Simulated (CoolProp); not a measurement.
C2F6 (R116) along the isotherm 425 K: density (kg/m³) from the reference equation and from simpler models built on Tc = 293.0 K, pc = 3.048 MPa, ω = 0.257; each cubic takes its own stable root.

The numbers come from the reference Helmholtz-energy equation of state, Lemmon 2006 in CoolProp. It is a short technical equation, of lower accuracy than the large ones.

```
p (MPa)          phase  reference
-------  -------------  ---------
2.18               gas      90.25
4.35     supercritical      190.0
6.53     supercritical      298.0
8.71     supercritical      408.3
10.9     supercritical      513.6
13.1     supercritical      607.3
15.2     supercritical      683.5
17.4     supercritical      750.6
19.6     supercritical      807.0
21.8     supercritical      855.2
23.9     supercritical      895.2
26.1     supercritical      932.1
28.3     supercritical      964.9
30.5     supercritical      994.4
```

Question: How far does each simpler model (ideal gas, Redlich-Kwong, Soave-Redlich-Kwong, Peng-Robinson) lie from the reference over these 14 states: mean and median of the absolute difference, and the worst?

Answer: 
- ideal gas: mean 11.2 %, median 11.9 %, worst +19.8 % at 425 K and 30.5 MPa
- Redlich-Kwong: mean 5.7 %, median 5.4 %, worst +7.9 % at 425 K and 8.71 MPa
- Soave-Redlich-Kwong: mean 3.2 %, median 3.3 %, worst -5.4 % at 425 K and 13.1 MPa
- Peng-Robinson: mean 2.8 %, median 1.8 %, worst +7.1 % at 425 K and 30.5 MPa
